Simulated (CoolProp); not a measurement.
Saturation properties of C3F8 (R218).

Model: reference Helmholtz-energy equation of state, Lemmon 2006, in CoolProp. It is a short technical equation, of lower accuracy than the large ones.

```tsv
T (°C)	p (MPa)	liquid cp (kJ/(kg K))	liquid viscosity (µPa s)
-96.35	0.002222	0.8603	1480
-84.45	0.006017	0.8807	1100
-72.55	0.01417	0.9023	843
-60.65	0.02977	0.9250	665
-48.65	0.05729	0.9493	534
-36.75	0.1015	0.9751	435
-24.85	0.1687	1.003	359
-12.95	0.2659	1.034	298
-1.05	0.4005	1.069	249
10.95	0.5827	1.111	208
22.85	0.8183	1.164	173
34.75	1.119	1.238	142
46.65	1.496	1.363	115
58.55	1.966	1.676	88.4
```

It boils at -36.8 °C under 1 atm.

Viscosity comes from a separate model (Huber 2003), an estimate that may be off by 10 % or more.
